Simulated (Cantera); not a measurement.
Input (Python, Cantera) and output of one run.

```python
import numpy as np
import cantera as ct

gas_names = """
    Br Br2 H HBr H2 Si SiBr SiBr2 SiBr3 SiBr4 SiH SiHBr3 SiH2 SiH2Br2 SiH3 SiH3Br SiH4 Si2 Si3
""".split()
cond_names = """
    Br2(cr) Br2(L) Si(cr) Si(L)
""".split()


# ... load() reads the species with a 1 bar reference pressure and builds the phases ...
atoms = {
    'Si': {'Si': 1},
    'HBr': {'H': 1, 'Br': 1},
}
top_T = {}  # K; cautious upper limits of use, not melting points


# ... equilibrate(T, P, feed) seeds the gas with the atoms and calls Mixture.equilibrate('TP', solver="vcs", rtol=1e-11, max_steps=5000) ...
results = []
feed = {'Si': 1, 'HBr': 9}  # mol
P = 1333.22  # Pa
for T in [450, 600, 750, 900, 1050, 1200, 1350, 1500, 1650]:
    mix = equilibrate(T, P, feed)
    results.append((T, P, feed, dict(zip(mix.species_names, mix.species_moles))))
    x = sorted(zip(gas.X, gas.species_names), reverse=True)
    print(f"T = {T:g} K  P = {P:g} Pa  gas = {mix.phase_moles(0):.4g} mol")
    print("   x: " + "  ".join(f"{s} {v:.3e}" for v, s in x if v > 1e-05))
    print("   condensed (mol): " + ("  ".join(f"{mix.phase(i).name} {mix.phase_moles(i):.4g}"
          for i in range(1, mix.n_phases) if mix.phase_moles(i) > 1e-12) or "none"))
```

It prints:

```
T = 450 K  P = 1333.22 Pa  gas = 8 mol
   x: HBr 6.250e-01  H2 2.500e-01  SiBr4 1.250e-01
   condensed (mol): none
T = 600 K  P = 1333.22 Pa  gas = 8 mol
   x: HBr 6.250e-01  H2 2.500e-01  SiBr4 1.250e-01
   condensed (mol): none
T = 750 K  P = 1333.22 Pa  gas = 8 mol
   x: HBr 6.250e-01  H2 2.500e-01  SiBr4 1.250e-01  SiHBr3 1.223e-05
   condensed (mol): none
T = 900 K  P = 1333.22 Pa  gas = 8 mol
   x: HBr 6.251e-01  H2 2.499e-01  SiBr4 1.249e-01  SiHBr3 8.028e-05
   condensed (mol): none
T = 1050 K  P = 1333.22 Pa  gas = 8.002 mol
   x: HBr 6.255e-01  H2 2.495e-01  SiBr4 1.243e-01  SiHBr3 3.014e-04  SiBr3 2.478e-04  Br 9.977e-05  SiBr2 8.420e-05
   condensed (mol): none
T = 1200 K  P = 1333.22 Pa  gas = 8.046 mol
   x: HBr 6.318e-01  H2 2.430e-01  SiBr4 1.169e-01  SiBr2 3.990e-03  SiBr3 2.616e-03  Br 9.071e-04  SiHBr3 7.355e-04
   condensed (mol): none
T = 1350 K  P = 1333.22 Pa  gas = 8.377 mol
   x: HBr 6.758e-01  H2 1.989e-01  SiBr4 7.204e-02  SiBr2 3.758e-02  SiBr3 9.001e-03  Br 5.902e-03  SiHBr3 7.459e-04  Br2 3.045e-05
   condensed (mol): none
T = 1500 K  P = 1333.22 Pa  gas = 8.901 mol
   x: HBr 7.084e-01  H2 1.512e-01  SiBr2 8.258e-02  Br 2.791e-02  SiBr4 2.010e-02  SiBr3 9.373e-03  SiHBr3 2.780e-04  Br2 1.162e-04  H 5.927e-05
   condensed (mol): none
T = 1650 K  P = 1333.22 Pa  gas = 9.323 mol
   x: HBr 6.600e-01  H2 1.525e-01  SiBr2 9.935e-02  Br 7.972e-02  SiBr3 4.916e-03  SiBr4 2.884e-03  H 3.073e-04  Br2 2.214e-04  SiHBr3 7.110e-05  SiBr 4.020e-05
   condensed (mol): none
```

Method: chemical equilibrium by Gibbs-energy minimisation in Cantera with the NASA 1993 tables (ideal gas, pure condensed phases). The tables' values for SiBr3, SiBr are old estimates; treat these amounts as uncertain.
